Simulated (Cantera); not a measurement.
Mixture: CO : H2 : O2 : N2 = 1 : 0.062 : 0.408 : 1.54 (molar parts), at 1.01 bar, adiabatic and at constant volume. Ignition delay is the time to a rise of 400 K.

Detailed kinetics in Cantera: GRI-Mech 3.0 (53 species, 325 reactions). Where the delays flatten at high temperature, the 400 K rule measures the pace of heat release, not the induction time.

### Question
Predict: delay at 1150 K; delay at 1250 K; delay at 1350 K; delay at 1450 K; delay at 1550 K.

### Answer
```
Item               Result
---------------  --------
delay at 1150 K  0.158 ms
delay at 1250 K  0.100 ms
delay at 1350 K   75.2 µs
delay at 1450 K   62.3 µs
delay at 1550 K   55.8 µs
```
